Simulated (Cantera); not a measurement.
# Nb + H₂O (tantalum, niobium, vanadium and zirconium in process gases)

Input: 1 mol Nb, 5.2 mol H₂O, held at 1850 °C and 7.50 Torr.

Cantera equilibrium calculation (NASA polynomials, part measured and part estimated; ideal gas, pure solids and liquids). Candidate condensed phases: H₂O, Nb, NbO, NbO₂, Nb₂O₅; 12 gas species. Condensed phases not in the tables: the oxides between NbO₂ and Nb₂O₅. Kinetics and transport are ignored.

The x(H₂O) is 0.508, the x(H₂) comes out as 0.463 and the x(H) is 0.0244. The x(OH) is 0.00332. The x(NbO₂) is 0.00108 and the x(O) is 0.000124. The x(O₂) comes out as 5.81e-5 and the n(Nb₂O₅(l)) is 0.497 mol. The gas amount comes out as 5.280 mol. The log10 activity of NbO₂(s) (absent) is -0.42 and the log10 activity of Nb(s) (absent) comes out as -4.85.
